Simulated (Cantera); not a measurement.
Input (Python, Cantera) and output of one run.

```python
import numpy as np
import cantera as ct

gas_names = [...]  # 123 gases of nasa_gas.yaml made of C, H, O, Si
cond_names = """
    C(gr) C6H6(L) C7H8(L) C8H18(L),n-octa H2O(s) H2O(L) Si(cr) Si(L) SiC(b) SiO2(Lqz) SiO2(hqz) SiO2(L)
""".split()


# ... load() reads the species with a 1 bar reference pressure and builds the phases ...
atoms = {
    'SiC': {'Si': 1, 'C': 1},
    'H2O': {'H': 2, 'O': 1},
    'H2': {'H': 2},
}
top_T = {'C(gr)': 4500, 'SiC(b)': 3050}  # K; cautious upper limits of use, not melting points


# ... equilibrate(T, P, feed) seeds the gas with the atoms and calls Mixture.equilibrate('TP', solver="vcs", rtol=1e-11, max_steps=5000) ...
results = []
feed = {'SiC': 1, 'H2O': 1.9, 'H2': 2}  # mol
T = 1798.15  # K
for P in [0.1, 0.75, 5.6, 42, 320, 2400, 18000, 130000, 1000000]:
    mix = equilibrate(T, P, feed)
    results.append((T, P, feed, dict(zip(mix.species_names, mix.species_moles))))

top = {s: max(r[3][s] / sum(r[3][g] for g in gas_names) for r in results) for s in gas_names}
cols = sorted((s for s in top if top[s] > 1e-05), key=lambda s: -top[s])[:9]
seen = [c for c in cond_names if any(r[3].get(c, 0) > 1e-12 for r in results)]
print("log10 of partial pressures in bar; condensed amounts in mol")
print(f"{'P/Pa':>10s}" + "".join(f"{s[:9]:>10s}" for s in cols + seen))
for T, P, feed, n in results:
    ng = sum(n[g] for g in gas_names)
    print(f"{P:10.4g}" + "".join(f"{np.log10(max(n[s] / ng * P / 1e5, 1e-99)):10.3f}" for s in cols)
          + "".join(f"{n.get(c, 0):10.4g}" for c in seen))
```

Result:

```
log10 of partial pressures in bar; condensed amounts in mol
      P/Pa        H2         H        CO       SiO        Si       CH4       H2O      Si2C C2H2,acet     C(gr)    SiC(b)   SiO2(L)
       0.1    -6.335    -6.620    -6.826    -6.872    -7.827   -18.689   -13.796   -13.406   -15.911         0         0         0
      0.75    -5.362    -6.134    -5.918    -5.963    -6.919   -15.834   -12.821   -10.684   -13.123         0         0         0
       5.6    -4.452    -5.679    -5.031    -5.076    -6.048   -13.144   -11.896    -8.070   -10.472         0         0         0
        42    -3.558    -5.232    -4.163    -4.170    -6.006   -11.352   -10.137    -7.984    -9.572         0   0.04273         0
       320    -2.670    -4.788    -3.281    -3.282    -6.003    -9.580    -8.364    -7.982    -8.689         0     0.049         0
      2400    -1.793    -4.349    -2.406    -2.406    -6.003    -7.826    -6.611    -7.981    -7.813         0   0.04987         0
   1.8e+04    -0.887    -3.897    -1.547    -1.659    -6.059    -5.959    -4.903    -8.037    -6.796         0    0.1469    0.1936
   1.3e+05     0.043    -3.431    -0.737    -1.929    -6.599    -3.558    -3.702    -8.577    -4.785         0    0.3527    0.6058
     1e+06     0.943    -2.981     0.062    -2.196    -7.132    -1.225    -2.536    -9.110    -2.819    0.1646     0.302    0.6952
```

Equilibrium computed with Cantera from the NASA thermochemical tables; the gas is ideal and each condensed phase is pure. Mutual solubility and eutectic melting of coexisting phases are not modelled. The tables hold silica as quartz up to 1696 K and as liquid above; real silica turns to tridymite and cristobalite and melts near 1996 K.
